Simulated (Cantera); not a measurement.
A perfectly stirred reactor is fed with H2 : O2 : N2 = 1 : 0.357 : 1.34 (molar parts), at 10.0 bar; it is adiabatic with a 650 K inlet, and is followed from long to short residence time, starting on the burning branch (τ in s: 0.045, 0.02, 0.0088, 0.0039, 0.0017, 0.00077, 0.00034, 0.00015, 6.8e-05, 3e-05, 1.3e-05, 5.9e-06).

Detailed kinetics in Cantera: the H2/O2 subset of GRI-Mech 3.0, which has no nitrogen chemistry. The hydrogen kinetics of GRI-Mech 3.0 are dated; newer H2 mechanisms differ, most at raised pressure.

### Question
Predict: blow-out, bracketed by the residence times tried; x(H2) at τ = 45.0 ms; x(O2) at τ = 45.0 ms; x(H2O) at τ = 45.0 ms; x(O) at τ = 45.0 ms; x(HO2) at τ = 45.0 ms; x(H2) at τ = 0.340 ms; x(O2) at τ = 0.340 ms; x(H2O) at τ = 0.340 ms; x(O) at τ = 0.340 ms; x(HO2) at τ = 0.340 ms.

### Answer
| Item | Result |
|---|---|
| blow-out, bracketed by the residence times tried | burning at 5.90 µs, the shortest tried |
| x(H2) at τ = 45.0 ms | 0.121 |
| x(O2) at τ = 45.0 ms | 4.56e-5 |
| x(H2O) at τ = 45.0 ms | 0.302 |
| x(O) at τ = 45.0 ms | 4.12e-5 |
| x(HO2) at τ = 45.0 ms | 9.06e-8 |
| x(H2) at τ = 0.340 ms | 0.121 |
| x(O2) at τ = 0.340 ms | 0.000416 |
| x(H2O) at τ = 0.340 ms | 0.299 |
| x(O) at τ = 0.340 ms | 0.000143 |
| x(HO2) at τ = 0.340 ms | 7.48e-7 |
